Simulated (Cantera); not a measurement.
Charge: 1 mol SiO2, 1800 mol H2, 1.6 mol H2O, held at 1527 °C and 170 Pa.

These are equilibrium values from Cantera (NASA tables, ideal gas, pure condensed phases), not measurements of a reactor. Candidate condensed phases: H2O, Si, SiO2; 18 gas species. The numbers say what is thermodynamically allowed, not how fast it happens.

Base state: H2 0.989, H 0.00864, H2O 0.00144, SiO 0.000552 (mole fractions); condensed: gas only.

Q: What changes in the equilibrium state with this change: pressure from 170 Pa to 6200 Pa?

A: 
```
species    before     after
-------  --------  --------
H2          0.989     0.997
H2O       0.00144   0.00144
H         0.00864   0.00144
SiO      0.000552  0.000554
```
